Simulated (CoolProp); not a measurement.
Model: reference Helmholtz-energy equation of state, Wagner 2002, in CoolProp.

Q: Give the vapour pressure (kPa), liquid cp (kJ/(kg K)), vapour viscosity (µPa s) of saturated water at 193.75 °C.

A: 
```
T (°C)  p (kPa)  liquid cp (kJ/(kg K))  vapour viscosity (µPa s)
------  -------  ---------------------  ------------------------
193.75     1360                   4.46                      15.5
```

Viscosity comes from a separate model (Huber 2009).
